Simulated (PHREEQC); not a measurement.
Consider water at 95 °C with 0.00066 mol CaSO4 and 4.5e-06 mol CO2 per kg of water. Closed to the air; pH follows from the charge balance.

Computed with PHREEQC (ion-association model, phreeqc.dat).

No solid was allowed to form.

### Question
Order these C species by the share of C that they hold, largest first: CaHCO3+, CO2, HCO3-.

### Answer
CO2 (74 %), HCO3- (26 %), CaHCO3+ (0.26 %)

The pH is 5.93 and the ionic strength 0.00240 mol/kgw. At this temperature some constants are extrapolated from 25 °C, and those without enthalpy data are left unchanged.
